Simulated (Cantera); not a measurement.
Input: 1 mol Si, 0.86 mol N2O, 4.9 mol N2, held at 0.0100 bar.

Equilibrium computed with Cantera from the NASA thermochemical tables; the gas is ideal and each condensed phase is pure. Candidate condensed phases: Si, SiO2, Si2N2O, Si3N4; 16 gas species. Kinetics and transport are ignored. All values below are at 1723 K.

Base state: N2 0.886, SiO 0.114 (mole fractions); condensed: Si2N2O(s).

**Question.** What changes in the equilibrium state with this change: pressure from 0.0100 bar to 0.133 bar?

**Answer.** 
```
species               before    after
--------------------  ------  -------
N2                     0.886    0.994
SiO                    0.114  0.00581
Si2N2O(s), mol         0.140    0.369
SiO2(condensed), mol       0    0.229
```
Mutual solubility and eutectic melting of coexisting phases are not modelled. The tables hold silica as quartz up to 1696 K and as liquid above; real silica turns to tridymite and cristobalite and melts near 1996 K.
